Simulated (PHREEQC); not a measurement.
Solution (25 °C): 0.052 mol/kgw Na2CO3 and 0.0069 mol/kgw KCl. Closed to the air; pH follows from the charge balance.

The numbers come from PHREEQC with the ion-association model, phreeqc.dat.

Each row changes one thing in this solution. This is a speciation only: nothing precipitates in the calculation.

| case | pH | ionic strength (mol/kgw) |
|---|---|---|
| as made | 11.19 | 0.124 |
| 0.044 mol/kgw HBr added | 9.06 | 0.111 |
| KCl left out | 11.19 | 0.117 |
| Na2CO3 left out | 7.00 | 0.00690 |

Complexes and solids missing from the database can't appear.
